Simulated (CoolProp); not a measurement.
Decamethyltetrasiloxane (MD2M) along the isobar 0.101 MPa: density (kg/m³) from the reference equation and from simpler models built on Tc = 326.2 °C, pc = 1.144 MPa, ω = 0.635; each cubic takes its own stable root.

The numbers come from the reference Helmholtz-energy equation of state, Thol 2017 in CoolProp.

| T (°C) | phase | reference |
|---|---|---|
| 131.35 | liquid | 740.4 |
| 145.75 | liquid | 724.7 |
| 160.25 | liquid | 708.3 |
| 174.75 | liquid | 691.4 |
| 189.25 | liquid | 673.6 |
| 203.65 | gas | 8.494 |
| 218.15 | gas | 8.180 |
| 232.65 | gas | 7.893 |
| 247.15 | gas | 7.629 |
| 261.65 | gas | 7.385 |
| 276.05 | gas | 7.160 |
| 290.55 | gas | 6.949 |
| 305.05 | gas | 6.751 |

### Question
How far does each simpler model (van der Waals, Soave-Redlich-Kwong, Peng-Robinson) lie from the reference over these 13 states: mean and median of the absolute difference, and the worst?

### Answer
- van der Waals: mean 38.7 %, median 1.8 %, worst -98.7 % at 189.25 °C and 0.101 MPa
- Soave-Redlich-Kwong: mean 4.3 %, median 0.6 %, worst -10.6 % at 189.25 °C and 0.101 MPa
- Peng-Robinson: mean 1.0 %, median 0.9 %, worst +1.3 % at 174.75 °C and 0.101 MPa

At some of these states van der Waals gives the other phase, because its saturation line lies elsewhere.
